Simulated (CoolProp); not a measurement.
Vapour-liquid equilibrium of dimethyl carbonate (1) + n-octane (2) at 371.8 K; x and y are mole fractions of (1).

Model: multi-fluid Helmholtz-energy mixture model, Zhou 2011 and Beckmüller 2019; pair parameters Bell 2016, in CoolProp.

| x | bubble pressure (MPa) | y at the bubble point | dew pressure at overall composition x (MPa) | liquid density (mol/L) |
|---|---|---|---|---|
| 0.05 | 0.06257 | 0.310 | 0.04700 | 5.700 |
| 0.125 | 0.08377 | 0.514 | 0.05066 | 5.910 |
| 0.2 | 0.09940 | 0.613 | ? | 6.137 |
| 0.275 | 0.1106 | 0.671 | 0.05991 | 6.383 |
| 0.35 | 0.1185 | 0.708 | 0.06586 | 6.652 |
| 0.425 | 0.1240 | 0.734 | ? | 6.948 |
| 0.5 | 0.1279 | ? | 0.08185 | 7.274 |
| 0.575 | ? | 0.771 | 0.09280 | 7.635 |
| 0.65 | ? | 0.787 | 0.1064 | 8.038 |
| 0.725 | 0.1348 | 0.807 | 0.1222 | ? |
| 0.8 | 0.1362 | 0.832 | 0.1343 | 8.992 |
| 0.875 | 0.1366 | 0.871 | 0.1366 | 9.560 |
| 0.95 | 0.1351 | 0.933 | 0.1345 | 10.20 |

Question: Complete the blanks.

Answer: 
- 0.2, dew pressure at overall composition x (MPa): 0.05491
- 0.425, dew pressure at overall composition x (MPa): 0.07304
- 0.5, y at the bubble point: 0.754
- 0.575, bubble pressure (MPa): 0.1308
- 0.65, bubble pressure (MPa): 0.1330
- 0.725, liquid density (mol/L): 8.487

y crosses x between x = 0.8 and 0.875: the model has an azeotrope there.

The pair parameters rest on a limited set of measurements; away from them the model extrapolates. With so large a gap from Raoult's law the liquid may split in two, which this calculation doesn't test in full.
